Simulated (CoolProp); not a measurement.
Saturation properties of oxygen.

Computed with CoolProp (reference Helmholtz-energy equation of state, Schmidt 1985).

```tsv
T (°C)	p (kPa)	vapour Z	vapour viscosity (µPa s)
-157.35	794.4	0.8609	9.05
-154.45	947.3	0.8427	9.31
-151.45	1127	0.8224	9.59
-148.45	1329	0.8005	9.88
-145.55	1549	0.7776	10.2
-142.55	1802	0.7521	10.5
-139.55	2083	0.7244	10.9
-136.55	2395	0.6943	11.3
-133.65	2727	0.6622	11.7
-130.65	3105	0.6253	12.3
-127.65	3520	0.5833	13.0
```

It boils at -183.0 °C under 1 atm.

Viscosity comes from a separate model (Lemmon 2004).
